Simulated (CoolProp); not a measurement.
Vapour pressure (kPa) of fluoroethane (R161): the reference equation beside estimates from Tc = 375.2 K, pc = 5010 kPa, ω = 0.216. Clausius-Clapeyron is anchored at 262.6 K with a constant enthalpy of vaporisation of 18.90 kJ/mol.

Model: reference Helmholtz-energy equation of state, Wu 2012, in CoolProp.

```csv
T (K),reference,Lee-Kesler,Clausius-Clapeyron,van der Waals,Redlich-Kwong,Soave-Redlich-Kwong
241.9,134.2,132.8,144.8,650.7,209.8,133.0
252.2,205.3,204.4,212.5,813.3,307.7,204.4
262.6,303.7,303.7,303.7,…,437.0,303.5
272.9,…,434.5,…,1217,599.8,434.4
283.3,602.5,…,571.6,…,…,606.1
293.6,814.8,819.2,757.3,…,…,822.0
304,1081,1087,986.9,2035,1347,1093
314.3,1403,1410,1261,2367,1693,1422
324.7,1795,1803,1590,2734,2099,1823
335.1,2262,2271,1975,3135,2567,2300
345.4,2808,2819,2418,3566,3093,2856
355.8,3458,3471,2931,4035,3693,3509
```

Fill in the missing entries.


- 262.6, van der Waals: 1003
- 272.9, reference: 433.2
- 272.9, Clausius-Clapeyron: 421.0
- 283.3, Lee-Kesler: 605.3
- 283.3, van der Waals: 1461
- 283.3, Redlich-Kwong: 803.8
- 293.6, van der Waals: 1732
- 293.6, Redlich-Kwong: 1050

Absolute difference from the reference over all 12 rows, mean and median: Lee-Kesler 0.5 and 0.4 %, Clausius-Clapeyron 8.2 and 8.3 %, van der Waals 136.6 and 100.4 %, Redlich-Kwong 28.6 and 26.7 %, Soave-Redlich-Kwong 1.0 and 1.0 %.
